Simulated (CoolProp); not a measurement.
Vapour-liquid equilibrium of benzene (1) + m-xylene (2) at 0.0739 MPa; x and y are mole fractions of (1).

Model: multi-fluid Helmholtz-energy mixture model, Thol 2012 and Zhou 2012; pair parameters Bell 2016, in CoolProp.

| x | bubble temperature, mixture model (°C) | bubble temperature, Raoult's law (°C) | y, mixture model | y, Raoult's law |
|---|---|---|---|---|
| 0.05 | 121.4 | 121.4 | ___ | 0.210 |
| 0.2 | ___ | 106.6 | ___ | 0.580 |
| 0.35 | ___ | 95.9 | ___ | 0.762 |
| 0.5 | 88.0 | 87.7 | 0.855 | 0.863 |
| 0.65 | 81.5 | 81.3 | 0.920 | 0.925 |
| 0.8 | 76.1 | 76.0 | ___ | 0.965 |
| 0.95 | 71.5 | 71.5 | ___ | 0.993 |

Problem. Complete the blanks.

Solution. 
- 0.05, y, mixture model: 0.204
- 0.2, bubble temperature, mixture model (°C): 106.7
- 0.2, y, mixture model: 0.570
- 0.35, bubble temperature, mixture model (°C): 96.1
- 0.35, y, mixture model: 0.752
- 0.8, y, mixture model: 0.963
- 0.95, y, mixture model: 0.992

The largest gap from Raoult's law is +0.3 K in bubble temperature, at x = 0.5. No azeotrope shows between x = 0.05 and 0.95.

Pair parameters are fitted to limited data, so mixtures are less certain than the pure fluids.
